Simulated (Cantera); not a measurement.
# Reactions in the system Cr-N-O

Source: NASA polynomial tables (part measured, part estimated), evaluated in Cantera. Values are per mole of reaction as written; species without (g) are pure solids or liquids, kept so even where they would boil at 1 bar.

3 N2O(g) + CrO3(g) = Cr + 6 NO(g)

```json
[
 {"T (K)": "300", "ΔH° (kJ)": "595.7", "ΔS° (J/K)": "362.1", "ΔG° (kJ)": "487.1", "log10 K": "-84.81", "condensed phases": "Cr(s)"},
 {"T (K)": "2425", "ΔH° (kJ)": "613.2", "ΔS° (J/K)": "373.5", "ΔG° (kJ)": "-292.7", "log10 K": "6.30", "condensed phases": "Cr(l)"},
 {"T (K)": "2475", "ΔH° (kJ)": "612.8", "ΔS° (J/K)": "373.4", "ΔG° (kJ)": "-311.4", "log10 K": "6.57", "condensed phases": "Cr(l)"},
 {"T (K)": "2525", "ΔH° (kJ)": "612.5", "ΔS° (J/K)": "373.3", "ΔG° (kJ)": "-330.0", "log10 K": "6.83", "condensed phases": "Cr(l)"},
 {"T (K)": "2575", "ΔH° (kJ)": "612.1", "ΔS° (J/K)": "373.1", "ΔG° (kJ)": "-348.7", "log10 K": "7.07", "condensed phases": "Cr(l)"},
 {"T (K)": "2625", "ΔH° (kJ)": "611.8", "ΔS° (J/K)": "373.0", "ΔG° (kJ)": "-367.3", "log10 K": "7.31", "condensed phases": "Cr(l)"},
 {"T (K)": "2675", "ΔH° (kJ)": "611.4", "ΔS° (J/K)": "372.9", "ΔG° (kJ)": "-386.0", "log10 K": "7.54", "condensed phases": "Cr(l)"},
 {"T (K)": "2725", "ΔH° (kJ)": "611.0", "ΔS° (J/K)": "372.7", "ΔG° (kJ)": "-404.6", "log10 K": "7.76", "condensed phases": "Cr(l)"},
 {"T (K)": "2775", "ΔH° (kJ)": "610.7", "ΔS° (J/K)": "372.6", "ΔG° (kJ)": "-423.3", "log10 K": "7.97", "condensed phases": "Cr(l)"},
 {"T (K)": "2825", "ΔH° (kJ)": "610.3", "ΔS° (J/K)": "372.5", "ΔG° (kJ)": "-441.9", "log10 K": "8.17", "condensed phases": "Cr(l)"}
]
```
